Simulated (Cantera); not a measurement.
**Thermodynamics of iron carbonyl, mercury and lead vapours, feed PbO + O₂ + H₂**

A closed system holds: 1 mol PbO, 0.92 mol O₂, 0.27 mol H₂, equilibrated at 13.0 mbar.

Equilibrium computed with Cantera from the NASA thermochemical tables; the gas is ideal and each condensed phase is pure. Candidate condensed phases: H₂O, Pb, PbO, PbO₂, Pb₃O₄; 12 gas species. Gases not in the tables: (PbO)n polymers. Equilibrium is a limit: real reactors are often held back by kinetics, nucleation or transport.

| T (K) | x O₂ | x PbO | x H₂O | x Pb | x OH | n Pb₃O₄(s) | n PbO(red) | n PbO(yellow) | n PbO(l) |
|---|---|---|---|---|---|---|---|---|---|
| 475 | 0.696 | <1e-12 | 0.304 | <1e-12 | <1e-12 | 0.333 | 0 | 0 | 0 |
| 575 | 0.744 | <1e-12 | 0.256 | <1e-12 | <1e-12 | 0 | 1.00 | 0 | 0 |
| 675 | 0.744 | 2.11e-12 | 0.256 | <1e-12 | 6.23e-11 | 0 | 1.00 | 0 | 0 |
| 775 | 0.744 | 1.38e-9 | 0.256 | <1e-12 | 2.58e-9 | 0 | 0 | 1.00 | 0 |
| 875 | 0.744 | 1.98e-7 | 0.256 | 7.32e-12 | 4.59e-8 | 0 | 0 | 1.00 | 0 |
| 975 | 0.744 | 9.98e-6 | 0.256 | 2.17e-9 | 4.53e-7 | 0 | 0 | 1.000 | 0 |
| 1075 | 0.744 | 0.000237 | 0.256 | 2.19e-7 | 2.92e-6 | 0 | 0 | 1.000 | 0 |
| 1175 | 0.742 | 0.00310 | 0.255 | 9.50e-6 | 1.37e-5 | 0 | 0 | 0 | 0.997 |
| 1275 | 0.727 | 0.0223 | 0.250 | 0.000190 | 4.99e-5 | 0 | 0 | 0 | 0.976 |
| 1375 | 0.655 | 0.118 | 0.225 | 0.00252 | 0.000141 | 0 | 0 | 0 | 0.855 |
| 1475 | 0.390 | 0.454 | 0.130 | 0.0265 | 0.000247 | 0 | 0 | 0 | 0 |
| 1575 | 0.397 | 0.427 | 0.128 | 0.0477 | 0.000572 | 0 | 0 | 0 | 0 |
x: gas mole fraction; n: condensed amount in mol.

At 475 K the condensed part is Pb₃O₄(s). From 575 K to 675 K the condensed part is PbO(red). From 775 K to 1075 K the condensed part is PbO(yellow). From 1175 K to 1375 K the condensed part is PbO(l). From 1475 K to 1575 K nothing is condensed.
